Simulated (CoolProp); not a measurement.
Vapour-liquid equilibrium of cyclohexane (1) + ethylbenzene (2) at 1.5 bar; x and y are mole fractions of (1).

Values from CoolProp's multi-fluid Helmholtz-energy mixture model, Zhou 2014 and Zhou 2012; pair parameters Bell 2016.

Give the bubble temperature and the first vapour's composition at x = 0.35, 0.5, 0.8. Is there an azeotrope?

x = 0.35: 119.0 °C, y = 0.713; x = 0.5: 111.1 °C, y = 0.819; x = 0.8: 100.1 °C, y = 0.941. No azeotrope shows between x = 0.05 and 0.95.

Pair parameters are fitted to limited data, so mixtures are less certain than the pure fluids.
